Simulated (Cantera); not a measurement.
Gas mixture: N2O : O2 = 0.28 : 0.97 (molar parts), at 0.000523 atm, frozen composition.

Cantera's kinetic-theory transport with the Lennard-Jones parameters of GRI-Mech 3.0, ideal gas; thermal conductivity in the multicomponent form. The composition is frozen, though it would react at the higher temperatures.

One state of this run: ρ (kg/m³) = 0.000316; cp (J/kg/K) = 1065; μ (µPa s) = 35.9; λ (mW/m/K) = 53.0; Pr = 0.721; D (cm²/s) H2O = 2010; D (cm²/s) OH = 2480; D (cm²/s) NO = 1580. D: mixture-averaged diffusion coefficient of that species in the mixture.

Q: Which value of T (K) does it belong to?
A) 700
B) 1200
C) 900
D) 800

A: A, 700
